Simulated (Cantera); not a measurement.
Cantera run, input and output.

```python
import numpy as np
import cantera as ct

gas = ct.Solution("gri30.yaml", transport_model="mixture-averaged")
show = ['N2', 'O', 'H2O']

rows = []
print(f"{'T/K':>7s}{'rho':>11s}{'cp':>10s}{'mu':>11s}{'lambda':>11s}{'Pr':>7s}" + "".join(f"{'D_' + s:>11s}" for s in show))
for T in [400, 550, 700, 850, 1000, 1150, 1300]:
    gas.TPX = T, 2666, {'O2': 0.67}
    Pr = gas.cp_mass * gas.viscosity / gas.thermal_conductivity
    D = [gas.mix_diff_coeffs_mole[gas.species_index(s)] for s in show]
    rows.append([gas.density, gas.cp_mass, gas.viscosity, gas.thermal_conductivity, Pr, *D])
    print(f"{T:7g}{gas.density:11.4e}{gas.cp_mass:10.1f}{gas.viscosity:11.4e}"
          f"{gas.thermal_conductivity:11.4e}{Pr:7.3f}" + "".join(f"{d:11.4e}" for d in D))
print("SI units: kg/m3, J/kg/K, Pa s, W/m/K, m2/s")
```

Output:

```
    T/K        rho        cp         mu     lambda     Pr       D_N2        D_O      D_H2O
    400 2.5650e-02     941.4 2.5629e-05 3.3852e-02  0.713 1.3125e-03 2.0653e-03 1.5181e-03
    550 1.8655e-02     987.2 3.2102e-05 4.4709e-02  0.709 2.2659e-03 3.5550e-03 2.7614e-03
    700 1.4657e-02    1031.1 3.7824e-05 5.4969e-02  0.709 3.4070e-03 5.3373e-03 4.2837e-03
    850 1.2071e-02    1064.7 4.3049e-05 6.4573e-02  0.710 4.7196e-03 7.3872e-03 6.0544e-03
   1000 1.0260e-02    1090.2 4.7912e-05 7.3608e-02  0.710 6.1922e-03 9.6870e-03 8.0516e-03
   1150 8.9218e-03    1108.6 5.2496e-05 8.2174e-02  0.708 7.8159e-03 1.2223e-02 1.0259e-02
   1300 7.8923e-03    1124.6 5.6858e-05 9.0366e-02  0.708 9.5835e-03 1.4983e-02 1.2665e-02
SI units: kg/m3, J/kg/K, Pa s, W/m/K, m2/s
```

Computed with Cantera and GRI-Mech 3.0 (53 species, 325 reactions).
